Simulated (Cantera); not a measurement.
What does this Cantera script print?

```python
import numpy as np
import cantera as ct

gas = ct.Solution("gri30.yaml")
gas.TPX = 450, 300000, {'CO': 1, 'H2': 1.1, 'CH4': 0.2, 'O2': 1.12, 'N2': 4.8}
flame = ct.FreeFlame(gas, width=0.019)
flame.set_refine_criteria(ratio=3, slope=0.08, curve=0.16)
flame.transport_model = "mixture-averaged"
flame.solve(loglevel=0, auto=True)
z, T = flame.grid, flame.T
thick = (T[-1] - T[0]) / np.gradient(T, z).max()
show = ['CO', 'H2', 'CH4', 'CH2O', 'HO2', 'NO2']
print(f"laminar burning velocity  {flame.velocity[0] * 100:.3f} cm/s")
print(f"burnt temperature         {T[-1]:.1f} K")
print(f"thermal thickness         {thick * 1e3:.4f} mm")
print(f"grid points               {len(z)}")
z0 = z[flame.heat_release_rate.argmax()]
print(f"{'z/mm':>9s}{'T/K':>9s}{'u/(m/s)':>9s}" + "".join(f"{s:>11s}" for s in show))
rows = []
for k in (-3, -2, -1.5, -1, -0.5, -0.25, 0, 0.25, 0.5, 1, 2, 4, 8):
    zz = z0 + k * thick
    rows.append([k * thick, np.interp(zz, z, T), np.interp(zz, z, flame.velocity),
                 *(np.interp(zz, z, flame.X[gas.species_index(s)]) for s in show)])
    print(f"{rows[-1][0] * 1e3:9.3f}{rows[-1][1]:9.1f}{rows[-1][2]:9.3f}" + "".join(f"{x:11.3e}" for x in rows[-1][3:]))
```

It prints:

```
laminar burning velocity  166.192 cm/s
burnt temperature         2305.1 K
thermal thickness         0.1050 mm
grid points               134
     z/mm      T/K  u/(m/s)         CO         H2        CH4       CH2O        HO2        NO2
   -0.315    450.0    1.662  1.217e-01  1.336e-01  2.434e-02  6.707e-11  3.887e-09  1.134e-13
   -0.210    450.1    1.660  1.218e-01  1.326e-01  2.437e-02  2.135e-09  9.176e-08  2.635e-12
   -0.157    450.9    1.660  1.221e-01  1.305e-01  2.442e-02  2.688e-08  8.822e-07  3.039e-11
   -0.105    460.4    1.681  1.231e-01  1.231e-01  2.458e-02  8.290e-07  1.824e-05  8.260e-10
   -0.052    667.1    2.382  1.243e-01  9.558e-02  2.319e-02  5.900e-05  5.248e-04  1.473e-08
   -0.026   1067.0    3.775  1.227e-01  7.214e-02  1.721e-02  1.868e-04  3.140e-04  3.224e-09
    0.000   1496.0    5.273  1.192e-01  4.900e-02  6.334e-03  2.459e-04  1.412e-04  1.795e-09
    0.026   1735.7    6.090  1.084e-01  3.258e-02  8.225e-04  6.780e-05  5.103e-05  1.980e-09
    0.052   1843.7    6.425  9.518e-02  2.618e-02  5.662e-05  6.421e-06  2.475e-05  2.482e-09
    0.105   1956.0    6.748  7.974e-02  2.518e-02  2.716e-07  4.383e-08  1.228e-05  3.042e-09
    0.210   2065.1    7.064  7.137e-02  2.541e-02  4.876e-11  2.609e-09  6.686e-06  3.549e-09
    0.420   2158.5    7.340  6.860e-02  2.406e-02  1.135e-13  2.055e-09  3.526e-06  3.930e-09
    0.840   2227.5    7.539  6.675e-02  2.259e-02  7.461e-14  1.801e-09  1.603e-06  3.936e-09
```

Computed with Cantera and GRI-Mech 3.0 (53 species, 325 reactions). Burning velocities carry a grid error of a few per cent, more on coarse grids.
